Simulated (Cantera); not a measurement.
A freely propagating, adiabatic, planar premixed flame of H2 : O2 : N2 = 1 : 0.455 : 1.55 (molar parts), equivalence ratio 1.1, unburnt at 650 K and 5.70 bar; mixture-averaged transport, grid criteria slope 0.08 and curve 0.16, no radiation.

Detailed kinetics in Cantera: the H2/O2 subset of GRI-Mech 3.0, which has no nitrogen chemistry. The hydrogen kinetics of GRI-Mech 3.0 are dated; newer H2 mechanisms differ, most at raised pressure. Burning velocities carry a grid error of a few per cent, more on coarse grids.

**Question.** Predict: laminar burning velocity; thermal thickness; peak x(H2O2); peak x(HO2); peak x(O); peak x(H).

**Answer.** 
```json
{
  "laminar_burning_velocity": "990 cm/s",
  "thermal_thickness": "0.0501 mm",
  "peak x(H2O2)": "6.26e-5",
  "peak x(HO2)": "0.00101",
  "peak x(O)": "0.00990",
  "peak x(H)": "0.0455"
}
```
